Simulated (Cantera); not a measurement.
**Thermodynamics of nitride etching, feed Si₃N₄ + Cl₂ + H₂**

A closed system holds: 1 mol Si₃N₄, 6.2 mol Cl₂, 21 mol H₂, held at 88.0 mbar.

Cantera equilibrium calculation (NASA polynomials, part measured and part estimated; ideal gas, pure solids and liquids). Candidate condensed phases: NH₄Cl, Si, Si₃N₄; 28 gas species. The tables' values for SiCl₃, SiCl, SiN are old estimates; treat these amounts as uncertain. Gases not in the tables: Si₂H₆ and higher silanes. The numbers say what is thermodynamically allowed, not how fast it happens.

From 1750 K to 2075 K nothing is condensed. The main Si-bearing gas is SiCl₂ throughout.

```
T (K)  log p H₂  log p HCl  log p SiCl₂  log p N₂  log p H  log p SiCl₃  log p Cl
-----  --------  ---------  -----------  --------  -------  -----------  --------
1750      -1.27      -1.73        -2.07     -2.22    -4.27        -3.36     -4.84
1775      -1.27      -1.72        -2.07     -2.22    -4.17        -3.40     -4.74
1800      -1.27      -1.72        -2.06     -2.22    -4.08        -3.45     -4.65
1825      -1.27      -1.72        -2.06     -2.22    -3.99        -3.49     -4.56
1850      -1.27      -1.72        -2.06     -2.22    -3.90        -3.54     -4.48
1875      -1.27      -1.72        -2.06     -2.22    -3.82        -3.58     -4.39
1900      -1.27      -1.72        -2.06     -2.22    -3.74        -3.62     -4.31
1925      -1.27      -1.72        -2.06     -2.22    -3.65        -3.66     -4.23
1950      -1.27      -1.72        -2.06     -2.22    -3.58        -3.70     -4.15
1975      -1.27      -1.72        -2.06     -2.22    -3.50        -3.74     -4.07
2000      -1.27      -1.72        -2.06     -2.22    -3.43        -3.78     -4.00
2025      -1.27      -1.72        -2.06     -2.22    -3.35        -3.82     -3.93
2050      -1.27      -1.72        -2.06     -2.22    -3.28        -3.85     -3.86
2075      -1.28      -1.72        -2.06     -2.22    -3.21        -3.89     -3.79
```
log p: log10 of the partial pressure in bar; nothing condenses.
